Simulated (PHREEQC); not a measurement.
Solution (25 °C): 0.0044 mol CdCl2, 0.21 mol CuCl2 and 0.003 mol Na2SO4 per kg of water. Closed to the air; pH follows from the charge balance.

Equilibrium calculation in PHREEQC: ion-association model, wateq4f.dat.

The ionic strength comes out as 0.546 mol/kgw. What activity coefficients do SO4-2, CuCl+, Cd+2, CuCl3-, Cu+2 get?

SO4-2 0.20, CuCl+ 0.64, Cd+2 0.29, CuCl3- 0.64, Cu+2 0.24.

Precipitation was switched off in this run. The solution is supersaturated, for example in Atacamite, Antlerite, so a real one may precipitate; this is no full list.
